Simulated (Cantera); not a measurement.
Equilibrium for oxide etching and cleaning by halides: SiO2 + HCl + H2 + Cl2

Input: 1 mol SiO2, 9.2 mol HCl, a varied amount of H2, 2.4 mol Cl2, equilibrated at 1127 °C and 8.10 Pa.

Method: chemical equilibrium by Gibbs-energy minimisation in Cantera with the NASA 1993 tables (ideal gas, pure condensed phases). Candidate condensed phases: H2O, Si, SiO2; 30 gas species. The tables hold silica as quartz up to 1696 K and as liquid above; real silica turns to tridymite and cristobalite and melts near 1996 K. Equilibrium is a limit: real reactors are often held back by kinetics, nucleation or transport.

| n(H2) (mol) | log p HCl | log p H2 | log p Cl | log p Cl2 | log p H2O | log p SiO | log p H | n SiO2(β-quartz) |
|---|---|---|---|---|---|---|---|---|
| 0.34 | -4.24 | -9.99 | -4.64 | -6.19 | -8.72 | -11.38 | -10.31 | 1.000 |
| 0.59 | -4.22 | -9.84 | -4.70 | -6.30 | -8.69 | -11.27 | -10.23 | 1.000 |
| 1 | -4.19 | -9.56 | -4.81 | -6.52 | -8.64 | -11.03 | -10.09 | 1.000 |
| 1.8 | -4.13 | -8.72 | -5.17 | -7.24 | -8.56 | -10.28 | -9.68 | 1.000 |
| 3.1 | -4.11 | -5.41 | -6.81 | -10.52 | -7.75 | -7.77 | -8.02 | 0.997 |
| 5.4 | -4.18 | -4.85 | -7.15 | -11.21 | -7.48 | -7.48 | -7.74 | 0.993 |
| 9.4 | -4.27 | -4.57 | -7.38 | -11.67 | -7.34 | -7.34 | -7.60 | 0.988 |
| 16 | -4.39 | -4.40 | -7.58 | -12.08 | -7.26 | -7.26 | -7.51 | 0.981 |
| 29 | -4.55 | -4.28 | -7.81 | -12.54 | -7.20 | -7.20 | -7.45 | 0.968 |
log p: log10 of the partial pressure in bar; n: condensed amount in mol.

From 0.34 mol H2 to 29 mol H2 the condensed part is SiO2(β-quartz). The main Si-bearing gas is SiCl4 at 0.34 mol H2 and SiO at 29 mol H2.
